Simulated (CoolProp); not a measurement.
Vapour-liquid equilibrium of R143a (1) + R152A (2) at 178.4 K; x and y are mole fractions of (1).

Values from CoolProp's multi-fluid Helmholtz-energy mixture model, Lemmon and Jacobsen 2000 and Outcalt 1996; pair parameters Bell 2016.

```
x      bubble pressure (bar)  y at the bubble point  dew pressure at overall composition x (bar)  liquid density (mol/L)
-----  ---------------------  ---------------------  -------------------------------------------  ----------------------
0.05                 0.01309                  0.288                                      0.01024                   17.28
0.125                0.01750                  0.506                                      0.01100                   17.11
0.2                  0.02140                  0.627                                      0.01187                   16.95
0.275                0.02492                  0.705                                      0.01289                   16.79
0.35                 0.02813                  0.761                                      0.01410                   16.63
0.425                0.03113                  0.804                                      0.01556                   16.47
0.5                  0.03398                  0.839                                      0.01733                   16.31
0.575                0.03672                  0.869                                      0.01955                   16.16
0.65                 0.03940                  0.896                                      0.02236                   16.01
0.725                0.04207                  0.921                                      0.02601                   15.86
0.8                  0.04474                  0.943                                      0.03084                   15.72
0.875                0.04744                  0.965                                      0.03726                   15.57
0.95                 0.05020                  0.986                                      0.04554                   15.43
```

No azeotrope shows between x = 0.05 and 0.95.

The pair parameters rest on a limited set of measurements; away from them the model extrapolates.
